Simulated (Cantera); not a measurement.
Cantera run, input and output.

```python
import numpy as np
import cantera as ct

surf = ct.Interface("diamond.yaml", "diamond_100")
gas, bulk = surf.adjacent["gas"], surf.adjacent["diamond"]
k = surf.kinetics_species_index(bulk.species_names[0])
cover = ["c6HH", "c6H*", "c6*H", "c6**", "c6HM", "c6B"]

rows, drift = [], 0.0
print(f"{'T':>10s}{'um/h':>11s}" + "".join(f"{s:>11s}" for s in cover))
for v in [950, 1000, 1050, 1100, 1150, 1200, 1250, 1300, 1350, 1400]:
    T, P, xH, xCH3 = v, 6400, 0.00036, 0.00043
    gas.TPX = T, P, {"H": xH, "CH3": xCH3, "CH4": 0.002, "H2": 1 - xH - xCH3 - 0.002}
    surf.TP = bulk.TP = T, P
    surf.coverages = "c6H*:0.1, c6HH:0.9"
    surf.advance_coverages(100.0)
    before = surf.coverages
    surf.advance_coverages(100.0)
    drift = max(drift, np.max(np.abs(surf.coverages - before) / (surf.coverages + 1e-9)))
    rate = surf.net_production_rates[k] * bulk.mean_molecular_weight / bulk.density * 3.6e9
    rows.append([rate, *surf[cover].coverages])
    print(f"{v:10.4g}{rate:11.4e}" + "".join(f"{x:11.3e}" for x in rows[-1][1:]))
```

It prints:

```
         T       um/h       c6HH       c6H*       c6*H       c6**       c6HM        c6B
       950 4.9349e+00  3.572e-01  7.498e-03  1.780e-01  2.488e-03  3.489e-01  1.339e-08
      1000 5.7614e+00  3.971e-01  1.147e-02  2.347e-01  4.062e-03  2.571e-01  1.563e-08
      1050 5.1319e+00  4.518e-01  1.727e-02  3.091e-01  6.388e-03  1.482e-01  1.393e-08
      1100 3.4346e+00  4.907e-01  2.381e-02  3.773e-01  8.990e-03  6.293e-02  9.320e-09
      1150 2.1107e+00  5.007e-01  2.952e-02  4.185e-01  1.114e-02  2.201e-02  5.727e-09
      1200 1.4947e+00  4.975e-01  3.419e-02  4.377e-01  1.265e-02  7.267e-03  4.056e-09
      1250 1.2552e+00  4.941e-01  3.812e-02  4.442e-01  1.367e-02  2.419e-03  3.406e-09
      1300 1.0634e+00  4.951e-01  4.144e-02  4.428e-01  1.432e-02  8.239e-04  2.886e-09
      1350 7.4521e-01  5.013e-01  4.423e-02  4.362e-01  1.466e-02  2.892e-04  2.022e-09
      1400 3.9944e-01  5.118e-01  4.648e-02  4.255e-01  1.458e-02  1.073e-04  1.084e-09
```

Computed with Cantera and the Harris–Goodwin 1993 mechanism for the reconstructed diamond (100) surface.
